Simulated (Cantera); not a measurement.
Input: 1 mol CH₄, 0.091 mol CO₂, 0.023 mol H₂O, equilibrated at 0.0570 bar.

Cantera equilibrium calculation (NASA polynomials, part measured and part estimated; ideal gas, pure solids and liquids). Candidate condensed phases: C, C₆H₆, C₇H₈, C₈H₁₈, H₂O; 131 gas species. Ions and electrons are included (thermal ionisation). The numbers say what is thermodynamically allowed, not how fast it happens. All values below are at 2977 °C.

Base state: H 0.627, H₂ 0.217, CO 0.0568, C₃ 0.0472, C₂H₂ (acetylene) 0.0216, C₂H 0.0149, C 0.00722, C₂ 0.00556 (mole fractions); condensed: gas only.

What changes in the equilibrium state with this change: pressure from 0.0570 bar to 0.100 bar?


| species | before | after |
|---|---|---|
| H | 0.627 | 0.548 |
| H₂ | 0.217 | 0.291 |
| CO | 0.0568 | 0.0618 |
| C₂H₂ (acetylene) | 0.0216 | 0.0353 |
| C₃ | 0.0472 | 0.0362 |
| C₂H | 0.0149 | 0.0159 |
| C₆H₂ | 3.98e-5 | 9.67e-5 |
| CH₃ | 6.38e-6 | 1.45e-5 |
| C₄H₂ | 0.000898 | 0.00179 |
| C₂H₂ (vinylidene) | 0.000116 | 0.000189 |
| C(graphite), mol | 0 | 0.0926 |
